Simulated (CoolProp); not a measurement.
Vapour-liquid equilibrium of hydrogen chloride (1) + propane (2) at 8.65 °C; x and y are mole fractions of (1).

The numbers come from the multi-fluid Helmholtz-energy mixture model, Thol 2018 and Lemmon 2009; pair parameters Bell 2016 in CoolProp.

| x | bubble pressure (MPa) | y at the bubble point | dew pressure at overall composition x (MPa) | liquid density (mol/L) |
|---|---|---|---|---|
| 0.05 | 0.8352 | 0.266 | 0.6454 | 12.01 |
| 0.125 | 1.147 | 0.473 | 0.7013 | 12.47 |
| 0.2 | 1.427 | 0.586 | 0.7670 | 12.97 |
| 0.275 | 1.675 | 0.657 | 0.8453 | 13.50 |
| 0.35 | 1.894 | 0.708 | 0.9401 | 14.09 |
| 0.425 | 2.087 | 0.746 | 1.057 | 14.72 |
| 0.5 | 2.261 | 0.779 | 1.204 | 15.44 |
| 0.575 | 2.421 | 0.807 | 1.395 | 16.24 |
| 0.65 | 2.573 | 0.835 | 1.647 | 17.17 |
| 0.725 | 2.719 | 0.864 | 1.978 | 18.25 |
| 0.8 | 2.862 | 0.894 | 2.381 | 19.54 |
| 0.875 | 3.003 | 0.929 | 2.774 | 21.09 |
| 0.95 | 3.139 | 0.969 | 3.078 | 22.97 |

No azeotrope shows between x = 0.05 and 0.95.

Pair parameters are fitted to limited data, so mixtures are less certain than the pure fluids.
